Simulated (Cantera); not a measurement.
Feed: 1 mol Si(CH3)4, 0.53 mol CH4, 37 mol H2, held at 2475 K and 3900 Pa.

These are equilibrium values from Cantera (NASA tables, ideal gas, pure condensed phases), not measurements of a reactor. Candidate condensed phases: C, C6H6, C7H8, C8H18, Si, SiC; 87 gas species. Gases not in the tables: Si2H6 and higher silanes. Rates play no part.

Q: What is the equilibrium state?

A: 
| Item | Value |
|---|---|
| x(H2) | 0.866 |
| x(H) | 0.106 |
| x(Si) | 0.0143 |
| x(C2H2 (acetylene)) | 0.00842 |
| x(SiC2) | 0.00344 |
| x(Si2C) | 0.00120 |
| x(SiH) | 0.000720 |
| x(SiH2) | 0.000114 |
| x(C2H) | 7.02e-5 |
| n(C(graphite)) | 3.33 mol |
| gas amount | 47.50 mol |
| log10 activity of Si(l) (absent) | -0.85 |
